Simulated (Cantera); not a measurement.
Ammonia decomposition in nitride growth gas

An isothermal, constant-pressure homogeneous reactor starts with 90.0 % NH3, 9.89 % N2, 0.153 % H2, at 1950 K and 1350 Torr.

Computed with Cantera and the gas-phase N/H chemistry of the illustrative SiF4/NH3 mechanism in the Surface Chemkin manual (1991). Walls and surfaces, which speed up NH3 decomposition in real reactors, are not modelled.

| t (s) | x NH3 | x NH2 | x N2H2 | x N | x H |
|---|---|---|---|---|---|
| 0.000700 | 0.874 | 0.000991 | 5.75e-6 | 6.57e-8 | 8.85e-6 |
| 0.00219 | 0.824 | 0.000908 | 5.11e-6 | 1.60e-7 | 2.40e-5 |
| 0.00684 | 0.692 | 0.000768 | 3.74e-6 | 2.89e-7 | 6.44e-5 |
| 0.0214 | 0.437 | 0.000545 | 1.82e-6 | 3.75e-7 | 0.000160 |
| 0.0669 | 0.156 | 0.000260 | 4.29e-7 | 3.69e-7 | 0.000342 |
| 0.209 | 0.0270 | 6.53e-5 | 3.25e-8 | 2.07e-7 | 0.000584 |
| 0.654 | 0.00439 | 1.25e-5 | 1.32e-9 | 5.57e-8 | 0.000705 |
| 2.05 | 0.00107 | 3.12e-6 | 8.42e-11 | 1.45e-8 | 0.000723 |
| 6.40 | 0.000316 | 9.20e-7 | 8.03e-12 | 4.29e-9 | 0.000725 |
| 20.0 | 9.89e-5 | 2.88e-7 | 1.50e-12 | 1.34e-9 | 0.000725 |
x: mole fraction; the columns are a selection and need not sum to one.

Equilibrium at this temperature and pressure: NH3 1.26e-5, NH2 3.68e-8, N2H2 <1e-12, N 1.72e-10, H 0.000725 (gas phase only).
